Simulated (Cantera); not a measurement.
An isothermal, constant-pressure homogeneous reactor starts with 0.394 % CO, 0.857 % O2, 0.187 % H2O, 98.6 % N2, equivalence ratio 0.23, at 1200 K and 0.474 atm.

Detailed kinetics in Cantera: GRI-Mech 3.0 (53 species, 325 reactions).

x: mole fraction; the columns are a selection and need not sum to one.

```json
[
 {"t (s)": "0.000100", "x CO": "0.00394", "x O2": "0.00857", "x H2O": "0.00187", "x O": "7.95e-11", "x NO": "<1e-12", "x OH": "1.30e-12", "x N2O": "<1e-12"},
 {"t (s)": "0.000345", "x CO": "0.00394", "x O2": "0.00857", "x H2O": "0.00187", "x O": "2.72e-10", "x NO": "<1e-12", "x OH": "1.09e-11", "x N2O": "<1e-12"},
 {"t (s)": "0.00119", "x CO": "0.00394", "x O2": "0.00857", "x H2O": "0.00187", "x O": "?", "x NO": "<1e-12", "x OH": "1.05e-10", "x N2O": "<1e-12"},
 {"t (s)": "0.00410", "x CO": "0.00394", "x O2": "0.00857", "x H2O": "0.00187", "x O": "?", "x NO": "<1e-12", "x OH": "1.87e-9", "x N2O": "1.32e-12"},
 {"t (s)": "0.0141", "x CO": "0.00392", "x O2": "0.00856", "x H2O": "0.00187", "x O": "?", "x NO": "3.71e-12", "x OH": "2.35e-6", "x N2O": "1.70e-9"},
 {"t (s)": "0.0488", "x CO": "0.000748", "x O2": "0.00695", "x H2O": "0.00183", "x O": "?", "x NO": "1.42e-7", "x OH": "3.23e-5", "x N2O": "2.60e-7"},
 {"t (s)": "0.168", "x CO": "6.18e-5", "x O2": "0.00664", "x H2O": "0.00187", "x O": "?", "x NO": "1.74e-7", "x OH": "9.44e-6", "x N2O": "3.69e-7"},
 {"t (s)": "0.580", "x CO": "4.65e-6", "x O2": "0.00662", "x H2O": "0.00187", "x O": "?", "x NO": "1.79e-7", "x OH": "2.95e-6", "x N2O": "3.94e-7"},
 {"t (s)": "2.00", "x CO": "2.81e-7", "x O2": "0.00662", "x H2O": "0.00188", "x O": "?", "x NO": "1.81e-7", "x OH": "9.97e-7", "x N2O": "3.37e-7"}
]
```

**Question.** Some entries are withheld; supply them.

**Answer.** 
- 0.00119, x O: 1.01e-9
- 0.00410, x O: 1.00e-8
- 0.0141, x O: 1.11e-5
- 0.0488, x O: 9.33e-5
- 0.168, x O: 7.43e-6
- 0.580, x O: 6.41e-7
- 2.00, x O: 6.86e-8
